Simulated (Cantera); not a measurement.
A freely propagating, adiabatic, planar premixed flame of H₂ : O₂ : N₂ : H₂O = 1 : 0.385 : 1.45 : 0.12 (molar parts), equivalence ratio 1.3, unburnt at 648 K and 1.00 atm; mixture-averaged transport, grid criteria slope 0.08 and curve 0.16, no radiation.

Cantera simulation using the H2/O2 subset of GRI-Mech 3.0, which has no nitrogen chemistry; the numbers are that mechanism's predictions, not measurements. Burning velocities carry a grid error of a few per cent, more on coarse grids.

Task: How do the results move with these cheaper or finer settings: unity-Lewis-number transport; multicomponent transport; multicomponent+Soret transport; grid criteria slope 0.5, curve 1; grid criteria slope 0.25, curve 0.5; grid criteria slope 0.03, curve 0.06?

Result: 
```csv
setting,laminar burning velocity,thermal thickness,peak x(HO₂),peak x(H₂O₂),grid points
as above,933 cm/s,0.459 mm,0.000306,1.08e-5,138
unity-Lewis-number transport,592 cm/s,0.362 mm,0.000246,5.90e-6,128
multicomponent transport,916 cm/s,0.458 mm,0.000306,1.08e-5,138
multicomponent+Soret transport,879 cm/s,0.452 mm,0.000308,1.13e-5,138
"grid criteria slope 0.5, curve 1",1270 cm/s,0.689 mm,0.000284,8.59e-6,47
"grid criteria slope 0.25, curve 0.5",992 cm/s,0.513 mm,0.000301,9.90e-6,68
"grid criteria slope 0.03, curve 0.06",917 cm/s,0.444 mm,0.000310,1.12e-5,285
```
Unity Lewis numbers drop preferential diffusion, which matters most where H2 and H carry the flame; Soret adds thermal diffusion.
